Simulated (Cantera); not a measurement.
Charge: 1 mol BN, 0.33 mol N₂, at 2848 K and 0.00390 bar.

Cantera equilibrium calculation (NASA polynomials, part measured and part estimated; ideal gas, pure solids and liquids). Candidate condensed phases: B, BN; 5 gas species. The numbers say what is thermodynamically allowed, not how fast it happens.

Base state: N₂ 0.583, B 0.412, BN 0.00450, B₂ 0.000255, N 6.07e-5 (mole fractions); condensed: B(l).

Q: What changes in the equilibrium state with this change: BN replaced by ZrN?

A: 
```csv
species,before,after
N₂,0.583,0.995
Zr,0,0.00462
N,6.07e-5,7.93e-5
B,0.412,0
BN,0.00450,0
B₂,0.000255,0
"B(l), mol",0.409,0
"ZrN(s), mol",0,0.998
```
ZrN: taken at fixed stoichiometry. Further candidate phases: Zr, ZrN.

Q: What changes in the equilibrium state with this change: temperature from 2848 K to 2098.15 K?

A: 
| species | before | after |
|---|---|---|
| N₂ | 0.583 | 1.000 |
| B | 0.412 | 5.66e-5 |
| BN | 0.00450 | 3.03e-6 |
| B₂ | 0.000255 | <1e-9 |
| N | 6.07e-5 | 5.58e-8 |
| B(l), mol | 0.409 | 0 |
| BN(s), mol | 0 | 1.000 |
